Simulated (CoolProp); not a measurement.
Vapour-liquid equilibrium of m-xylene (1) + n-undecane (2) at 514.9 K; x and y are mole fractions of (1).

Computed with CoolProp (multi-fluid Helmholtz-energy mixture model, Zhou 2012 and Aleksandrov 2011; pair parameters Bell 2016).

| x | bubble pressure, mixture model (MPa) | bubble pressure, Raoult's law (MPa) | y, mixture model | y, Raoult's law |
|---|---|---|---|---|
| 0.05 | 0.3020 | 0.3069 | 0.115 | 0.141 |
| 0.2 | 0.3774 | 0.3948 | 0.381 | 0.437 |
| 0.35 | 0.4569 | 0.4827 | 0.571 | 0.626 |
| 0.5 | 0.5415 | 0.5706 | 0.713 | 0.757 |
| 0.65 | 0.6318 | 0.6585 | 0.823 | 0.852 |
| 0.8 | 0.7280 | 0.7464 | 0.911 | 0.926 |
| 0.95 | 0.8291 | 0.8343 | 0.980 | 0.983 |

The largest gap from Raoult's law is -5.3 % in bubble pressure, at x = 0.35. No azeotrope shows between x = 0.05 and 0.95.

Pair parameters are fitted to limited data, so mixtures are less certain than the pure fluids.
